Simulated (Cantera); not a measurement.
**Low-pressure radical oxidation in H2/O2**

An isothermal, constant-pressure homogeneous reactor starts with 1.67 % H2, 98.3 % O2, equivalence ratio 0.0085, at 1048 K and 2000 Pa.

Computed with Cantera and GRI-Mech 3.0 (53 species, 325 reactions). Radical loss at walls, strong at low pressure, is not modelled.

```csv
t (s),x H2,x O2,x O,x H,x H2O
3.00e-5,0.0167,0.983,5.08e-12,2.03e-11,<1e-12
0.000119,0.0167,0.983,5.77e-11,5.48e-11,1.32e-11
0.000475,0.0167,0.983,6.21e-10,2.03e-10,4.35e-10
0.00189,0.0167,0.983,3.95e-8,9.22e-9,4.78e-8
0.00754,0.00496,0.975,0.00648,0.00229,0.00971
0.0300,6.40e-5,0.978,0.00478,0.000394,0.0163
0.119,9.87e-6,0.982,0.000776,2.50e-5,0.0167
0.475,8.11e-7,0.983,6.91e-5,6.66e-7,0.0168
1.89,6.83e-8,0.983,6.34e-6,1.87e-8,0.0168
7.54,8.17e-9,0.983,8.15e-7,8.62e-10,0.0169
30.0,1.36e-9,0.983,1.42e-7,6.27e-11,0.0169
```
x: mole fraction; the columns are a selection and need not sum to one.

Equilibrium at this temperature and pressure: H2 4.15e-11, O2 0.983, O 4.47e-9, H <1e-12, H2O 0.0169 (gas phase only).
